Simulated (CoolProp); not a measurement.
Properties of n-nonane at several states (Tc = 321.4 °C, pc = 2.282 MPa, ω = 0.443).

Values from CoolProp's reference Helmholtz-energy equation of state, Lemmon 2006. It is a short technical equation, of lower accuracy than the large ones.

| T (°C) | p (MPa) | phase | density (kg/m³) | cp (kJ/(kg K)) | cv (kJ/(kg K)) | isothermal compressibility (1/MPa) | fugacity coefficient |
|---|---|---|---|---|---|---|---|
| 8.55 | 4.12 | liquid | 730.1 | 2.146 | 1.725 | 0.001015 | 6.321e-5 |
| 247.35 | 0.142 | gas | ___ | 2.609 | 2.530 | 7.321 | ___ |
| -0.05 | 0.797 | liquid | ___ | 2.120 | ___ | 0.0009921 | 0.0001336 |
| 136.65 | 1.09 | liquid | 623.6 | 2.665 | ___ | 0.002924 | 0.06416 |
| 140.85 | 1.28 | liquid | ___ | ___ | 2.232 | 0.003027 | ___ |

Question: Complete the blanks.

Answer: 
- 247.35, density (kg/m³): 4.369
- 247.35, fugacity coefficient: 0.9644
- -0.05, density (kg/m³): 734.3
- -0.05, cv (kJ/(kg K)): 1.693
- 136.65, cv (kJ/(kg K)): 2.216
- 140.85, density (kg/m³): 620.3
- 140.85, cp (kJ/(kg K)): 2.682
- 140.85, fugacity coefficient: 0.06198
